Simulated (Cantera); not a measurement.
An isothermal, constant-pressure homogeneous reactor starts with 62.5 % NO, 37.5 % N2, at 1525 K and 20.0 Torr.

Model: GRI-Mech 3.0 (53 species, 325 reactions), integrated in Cantera. Radical loss at walls, strong at low pressure, is not modelled.

x: mole fraction; the columns are a selection and need not sum to one.

```
t (s)      x NO         x O       x NO2        x O2   x N2       x N2O
--------  -----  ----------  ----------  ----------  -----  ----------
1.00e-6   0.625    1.31e-10      <1e-12      <1e-12  0.375    1.31e-10
6.76e-6   0.625    8.89e-10      <1e-12      <1e-12  0.375    8.89e-10
4.57e-5   0.625     6.00e-9    1.31e-11      <1e-12  0.375     6.01e-9
0.000309  0.625     4.01e-8    5.92e-10    7.81e-12  0.375     4.06e-8
0.00209   0.625  (withheld)  (withheld)    3.43e-10  0.375  (withheld)
0.0141    0.625     1.04e-6     8.28e-7     1.45e-8  0.375     1.85e-6
0.0956    0.625     1.65e-6     1.03e-5     7.89e-7  0.375     1.20e-5
0.647     0.625     2.41e-6     4.07e-5     3.40e-5  0.375     6.17e-5
4.37      0.624     3.02e-6     5.32e-5    0.000496  0.375    0.000123
29.6      0.617  (withheld)  (withheld)  (withheld)  0.379    0.000121
200       0.575     6.49e-6    0.000154      0.0249  0.400    0.000102
```

Task: Complete the blanks.

Result: 
- 0.00209, x O: 2.49e-7
- 0.00209, x NO2: 2.57e-8
- 0.00209, x N2O: 2.75e-7
- 29.6, x O: 3.74e-6
- 29.6, x NO2: 7.58e-5
- 29.6, x O2: 0.00383
